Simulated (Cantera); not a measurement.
## Al + Cl₂ + N₂ (aluminium and copper etching)

Input: 1 mol Al, 3.8 mol Cl₂, 0.17 mol N₂, held at 600 Pa.

Method: chemical equilibrium by Gibbs-energy minimisation in Cantera with the NASA 1993 tables (ideal gas, pure condensed phases). Candidate condensed phases: Al, AlCl₃, AlN; 11 gas species. The numbers say what is thermodynamically allowed, not how fast it happens.

From 498 K to 1473 K nothing is condensed. The main Al-bearing gas is Al₂Cl₆ at 498 K and AlCl₃ at 1473 K.

```csv
T (K),x Cl₂,x Cl,x AlCl₃,x Al₂Cl₆,x N₂,x AlCl₂
498,0.770,1.45e-9,0.0113,0.162,0.0569,<1e-12
573,0.747,6.85e-8,0.0698,0.128,0.0552,<1e-12
648,0.698,1.31e-6,0.197,0.0532,0.0516,<1e-12
723,0.669,1.37e-5,0.271,0.00992,0.0495,<1e-12
798,0.664,9.39e-5,0.285,0.00171,0.0491,<1e-12
873,0.663,0.000466,0.287,0.000377,0.0490,<1e-12
948,0.661,0.00180,0.288,0.000106,0.0490,2.00e-12
1023,0.658,0.00569,0.287,3.61e-5,0.0489,3.29e-11
1098,0.650,0.0154,0.286,1.43e-5,0.0486,3.68e-10
1173,0.633,0.0364,0.283,6.36e-6,0.0481,3.02e-9
1248,0.599,0.0765,0.277,3.07e-6,0.0471,1.92e-8
1323,0.543,0.144,0.267,1.56e-6,0.0455,9.99e-8
1398,0.459,0.245,0.253,8.21e-7,0.0430,4.41e-7
1473,0.353,0.372,0.235,4.40e-7,0.0399,1.72e-6
```
x: gas mole fraction; nothing condenses.
